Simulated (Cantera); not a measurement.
Cantera run, input and output.

```python
import numpy as np
import cantera as ct

gas = ct.Solution("gri30.yaml")
gas.TPX = 373, 13332, {'CH3OH': 1, 'O2': 1.07, 'N2': 4.03}
flame = ct.FreeFlame(gas, width=0.16)
flame.set_refine_criteria(ratio=3, slope=0.08, curve=0.16)
flame.transport_model = "mixture-averaged"
flame.solve(loglevel=0, auto=True)
z, T = flame.grid, flame.T
thick = (T[-1] - T[0]) / np.gradient(T, z).max()
show = ['CH3OH', 'O2', 'CO2', 'C2H4', 'H', 'HCN']
print(f"laminar burning velocity  {flame.velocity[0] * 100:.3f} cm/s")
print(f"burnt temperature         {T[-1]:.1f} K")
print(f"thermal thickness         {thick * 1e3:.4f} mm")
print(f"grid points               {len(z)}")
z0 = z[flame.heat_release_rate.argmax()]
print(f"{'z/mm':>9s}{'T/K':>9s}{'u/(m/s)':>9s}" + "".join(f"{s:>11s}" for s in show))
rows = []
for k in (-3, -2, -1.5, -1, -0.5, -0.25, 0, 0.25, 0.5, 1, 2, 4, 8):
    zz = z0 + k * thick
    rows.append([k * thick, np.interp(zz, z, T), np.interp(zz, z, flame.velocity),
                 *(np.interp(zz, z, flame.X[gas.species_index(s)]) for s in show)])
    print(f"{rows[-1][0] * 1e3:9.3f}{rows[-1][1]:9.1f}{rows[-1][2]:9.3f}" + "".join(f"{x:11.3e}" for x in rows[-1][3:]))
```

It prints:

```
laminar burning velocity  84.998 cm/s
burnt temperature         2051.8 K
thermal thickness         1.6367 mm
grid points               147
     z/mm      T/K  u/(m/s)      CH3OH         O2        CO2       C2H4          H        HCN
   -4.910    373.2    0.853  1.634e-01  1.748e-01  1.411e-07  8.120e-11  3.240e-15  4.051e-12
   -3.273    375.4    0.864  1.623e-01  1.735e-01  3.217e-06  1.780e-09  4.241e-12  9.478e-11
   -2.455    386.0    0.895  1.607e-01  1.714e-01  2.481e-05  1.334e-08  2.260e-10  7.442e-10
   -1.637    471.6    1.117  1.534e-01  1.628e-01  3.591e-04  1.838e-07  2.710e-08  1.091e-08
   -0.818    887.2    2.209  1.119e-01  1.263e-01  3.865e-03  1.865e-06  5.840e-06  1.118e-07
   -0.409   1271.3    3.294  6.177e-02  8.978e-02  9.230e-03  4.352e-06  1.798e-04  2.568e-07
    0.000   1637.0    4.410  1.154e-02  5.351e-02  1.790e-02  7.699e-06  2.674e-03  5.024e-07
    0.409   1769.2    4.817  3.319e-04  3.122e-02  2.812e-02  3.310e-06  9.670e-03  6.902e-07
    0.818   1798.3    4.889  2.125e-06  1.747e-02  3.823e-02  3.564e-07  1.562e-02  5.854e-07
    1.637   1822.7    4.929  7.461e-10  6.930e-03  5.320e-02  1.697e-09  2.039e-02  2.995e-07
    3.273   1842.9    4.955  4.941e-13  3.876e-03  6.525e-02  1.303e-13  2.139e-02  7.835e-08
    6.547   1862.8    4.995  1.497e-16  3.227e-03  6.905e-02  6.357e-18  2.026e-02  8.254e-09
   13.093   1890.3    5.058  1.106e-16  2.713e-03  6.924e-02  1.119e-22  1.792e-02  2.323e-10
```

Computed with Cantera and GRI-Mech 3.0 (53 species, 325 reactions). GRI-Mech 3.0 was tuned for natural gas; its chemistry of methanol as a main component is partial and can be far from experiment. Burning velocities carry a grid error of a few per cent, more on coarse grids.
